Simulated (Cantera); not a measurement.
# Thermodynamics of carbon deposition, reforming and gasification, feed toluene + H₂O + N₂

Charge: 1 mol toluene, 0.58 mol H₂O, a varied amount of N₂, at 1452 °C and 1.90 mbar.

Equilibrium computed with Cantera from the NASA thermochemical tables; the gas is ideal and each condensed phase is pure. Candidate condensed phases: C, C₆H₆, C₇H₈, C₈H₁₈, H₂O; 136 gas species. Rates play no part.

From 1.2 mol N₂ to 28 mol N₂ the condensed part is C(graphite). The main C-bearing gas is CO throughout.

```csv
n(N₂) (mol),x N₂,x H₂,x CO,x H,n C(graphite)
1.2,0.188,0.716,0.0910,0.00361,6.41
4.5,0.464,0.471,0.0600,0.00292,6.40
7.8,0.600,0.351,0.0447,0.00252,6.39
11,0.679,0.281,0.0359,0.00226,6.39
14,0.729,0.237,0.0302,0.00207,6.38
18,0.776,0.196,0.0250,0.00189,6.38
21,0.801,0.173,0.0222,0.00177,6.38
24,0.822,0.155,0.0199,0.00168,6.37
28,0.843,0.136,0.0175,0.00157,6.37
```
x: gas mole fraction; n: condensed amount in mol.
